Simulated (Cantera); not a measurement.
An adiabatic, constant-volume homogeneous reactor starts with CH₄ : CO : O₂ : N₂ = 1 : 0.032 : 3.36 : 12.6 (molar parts), at 1773 K and 760 Torr. Integrator tolerance rtol = 1e-08.

Cantera simulation using GRI-Mech 3.0 (53 species, 325 reactions); the numbers are that mechanism's predictions, not measurements.

**Question.** What does this change do: constant pressure in place of constant volume?

**Answer.** 
```tsv
quantity	before	after
time of steepest temperature rise	0.122 ms	0.127 ms
temperature at 5.00 s	2789 K	2659 K
equilibrium temperature	2789 K	2659 K
x(CH₄) at 5.00 s	<1e-12 (gas-phase equilibrium <1e-12)	<1e-12 (gas-phase equilibrium <1e-12)
x(CO) at 5.00 s	0.0179 (gas-phase equilibrium 0.0179)	0.0139 (gas-phase equilibrium 0.0139)
x(O₂) at 5.00 s	0.0695 (gas-phase equilibrium 0.0695)	0.0709 (gas-phase equilibrium 0.0709)
x(CH₃) at 5.00 s	<1e-12 (gas-phase equilibrium <1e-12)	<1e-12 (gas-phase equilibrium <1e-12)
x(NO) at 5.00 s	0.0199 (gas-phase equilibrium 0.0199)	0.0166 (gas-phase equilibrium 0.0166)
x(OH) at 5.00 s	0.0214 (gas-phase equilibrium 0.0214)	0.0176 (gas-phase equilibrium 0.0176)
x(H₂) at 5.00 s	0.00596 (gas-phase equilibrium 0.00596)	0.00462 (gas-phase equilibrium 0.00462)
```

**Question.** What does this change do: 0.08 parts C2H6 added?

**Answer.** 
| quantity | before | after |
|---|---|---|
| time of steepest temperature rise | 0.122 ms | 40.7 µs |
| temperature at 5.00 s | 2789 K | 2846 K |
| equilibrium temperature | 2789 K | 2846 K |
| x(CH₄) at 5.00 s | <1e-12 (gas-phase equilibrium <1e-12) | <1e-12 (gas-phase equilibrium <1e-12) |
| x(CO) at 5.00 s | 0.0179 (gas-phase equilibrium 0.0179) | 0.0251 (gas-phase equilibrium 0.0251) |
| x(O₂) at 5.00 s | 0.0695 (gas-phase equilibrium 0.0695) | 0.0570 (gas-phase equilibrium 0.0570) |
| x(CH₃) at 5.00 s | <1e-12 (gas-phase equilibrium <1e-12) | <1e-12 (gas-phase equilibrium <1e-12) |
| x(NO) at 5.00 s | 0.0199 (gas-phase equilibrium 0.0199) | 0.0193 (gas-phase equilibrium 0.0193) |
| x(OH) at 5.00 s | 0.0214 (gas-phase equilibrium 0.0214) | 0.0240 (gas-phase equilibrium 0.0240) |
| x(H₂) at 5.00 s | 0.00596 (gas-phase equilibrium 0.00596) | 0.00862 (gas-phase equilibrium 0.00862) |

**Question.** What does this change do: pressure from 760 Torr to 323 Torr?

**Answer.** 
```json
[
 {"quantity": "time of steepest temperature rise", "before": "0.122 ms", "after": "0.270 ms"},
 {"quantity": "temperature at 5.00 s", "before": "2789 K", "after": "2727 K"},
 {"quantity": "equilibrium temperature", "before": "2789 K", "after": "2727 K"},
 {"quantity": "x(CH₄) at 5.00 s", "before": "<1e-12 (gas-phase equilibrium <1e-12)", "after": "<1e-12 (gas-phase equilibrium <1e-12)"},
 {"quantity": "x(CO) at 5.00 s", "before": "0.0179 (gas-phase equilibrium 0.0179)", "after": "0.0198 (gas-phase equilibrium 0.0198)"},
 {"quantity": "x(O₂) at 5.00 s", "before": "0.0695 (gas-phase equilibrium 0.0695)", "after": "0.0705 (gas-phase equilibrium 0.0705)"},
 {"quantity": "x(CH₃) at 5.00 s", "before": "<1e-12 (gas-phase equilibrium <1e-12)", "after": "<1e-12 (gas-phase equilibrium <1e-12)"},
 {"quantity": "x(NO) at 5.00 s", "before": "0.0199 (gas-phase equilibrium 0.0199)", "after": "0.0183 (gas-phase equilibrium 0.0183)"},
 {"quantity": "x(OH) at 5.00 s", "before": "0.0214 (gas-phase equilibrium 0.0214)", "after": "0.0224 (gas-phase equilibrium 0.0224)"},
 {"quantity": "x(H₂) at 5.00 s", "before": "0.00596 (gas-phase equilibrium 0.00596)", "after": "0.00695 (gas-phase equilibrium 0.00695)"}
]
```
